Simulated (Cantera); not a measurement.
An isothermal, constant-pressure homogeneous reactor starts with H2 : O2 = 0.38 : 1 (molar parts), equivalence ratio 0.19, at 1225 K and 1000 Pa.

Cantera simulation using GRI-Mech 3.0 (53 species, 325 reactions); the numbers are that mechanism's predictions, not measurements. Radical loss at walls, strong at low pressure, is not modelled. The temperature is held fixed by assumption; the heat of reaction is taken as removed at once.

x: mole fraction; the columns are a selection and need not sum to one.

```
t (s)         x H2   x O2      x OH       x H       x O    x HO2    x H2O2
--------  --------  -----  --------  --------  --------  -------  --------
0.000300     0.275  0.725   1.33e-7   4.61e-7   2.19e-7        …  2.03e-10
0.000917     0.272  0.723  0.000393   0.00135  0.000650        …   5.38e-9
0.00280     0.0155  0.582    0.0127    0.0994    0.0826        …   2.55e-7
0.00857     0.0128  0.608    0.0118    0.0661    0.0620  7.49e-6   3.20e-7
0.0262     0.00567  0.654   0.00810    0.0165    0.0242  8.08e-6   4.31e-7
0.0801    0.000709  0.677   0.00288  0.000677   0.00290        …   2.94e-7
0.245      6.44e-5  0.680  0.000873   1.87e-5  0.000265        …   9.77e-8
0.749      9.34e-6  0.680  0.000335   1.05e-6   3.89e-5        …   3.07e-8
2.29       1.95e-6  0.681  0.000154   1.02e-7   8.21e-6        …   1.01e-8
7.00       5.03e-7  0.681   7.85e-5   1.35e-8   2.13e-6  2.02e-8   3.43e-9
21.4       1.59e-7  0.681   4.42e-5   2.41e-9   6.76e-7  1.98e-8   1.32e-9
65.4       8.66e-8  0.681   3.26e-5  9.70e-10   3.67e-7  2.36e-8  8.15e-10
200        8.24e-8  0.681   3.18e-5  9.01e-10   3.49e-7  2.40e-8  7.86e-10
```

### Question
Fill in the missing entries.

### Answer

- 0.000300, x HO2: 6.62e-8
- 0.000917, x HO2: 1.80e-6
- 0.00280, x HO2: 6.71e-6
- 0.0801, x HO2: 4.45e-6
- 0.245, x HO2: 9.09e-7
- 0.749, x HO2: 1.72e-7
- 2.29, x HO2: 4.44e-8
